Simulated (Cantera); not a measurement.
An adiabatic, constant-pressure homogeneous reactor starts with CH₄ : O₂ : N₂ = 1 : 2.02 : 7.6 (molar parts), equivalence ratio 0.99, at 1773 K and 4.10 bar.

Detailed kinetics in Cantera: GRI-Mech 3.0 (53 species, 325 reactions).

Predict: time of steepest temperature rise; temperature at 1.00 s; equilibrium temperature; x(O₂) at 1.00 s; x(CO) at 1.00 s; x(O) at 1.00 s.


```json
{
  "time_of_steepest_temperature_rise": "40.4 µs",
  "temperature at 1.00 s": "2938 K",
  "equilibrium_temperature": "2938 K",
  "x(O₂) at 1.00 s": "0.0199 (gas-phase equilibrium 0.0199)",
  "x(CO) at 1.00 s": "0.0432 (gas-phase equilibrium 0.0432)",
  "x(O) at 1.00 s": "0.00639 (gas-phase equilibrium 0.00639)"
}
```
